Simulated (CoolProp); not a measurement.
Vapour-liquid equilibrium of carbon dioxide (1) + cyclopentane (2) at 271.5 K; x and y are mole fractions of (1).

The numbers come from the multi-fluid Helmholtz-energy mixture model, Span 1996 and Gedanitz 2015; pair parameters Bell 2016 in CoolProp.

| x | bubble pressure, mixture model (kPa) | bubble pressure, Raoult's law (kPa) | y, mixture model | y, Raoult's law |
|---|---|---|---|---|
| 0.05 | 324.4 | 179.2 | 0.958 | 0.930 |
| 0.125 | 773.0 | 428.4 | 0.981 | 0.973 |
| 0.2 | 1177 | 677.6 | 0.987 | 0.984 |
| 0.275 | 1519 | 926.7 | 0.989 | 0.990 |
| 0.35 | 1794 | 1176 | 0.991 | 0.993 |
| 0.425 | 2004 | 1425 | 0.992 | 0.995 |
| 0.5 | 2165 | 1674 | 0.992 | 0.996 |
| 0.575 | 2292 | 1923 | 0.993 | 0.997 |
| 0.65 | 2405 | 2173 | 0.993 | 0.998 |
| 0.725 | 2525 | 2422 | 0.994 | 0.999 |
| 0.8 | 2669 | 2671 | 0.994 | 0.999 |
| 0.875 | 2857 | 2920 | 0.996 | 0.999 |
| 0.95 | 3112 | 3169 | 0.998 | 1.000 |

The largest gap from Raoult's law is +81.0 % in bubble pressure, at x = 0.05. No azeotrope shows between x = 0.05 and 0.95.

Pair parameters are fitted to limited data, so mixtures are less certain than the pure fluids. The gap from Raoult's law changes sign with composition, which may be real or a fault of the pair parameters; it wasn't checked against measurements. With so large a gap from Raoult's law the liquid may split in two, which this calculation doesn't test in full.
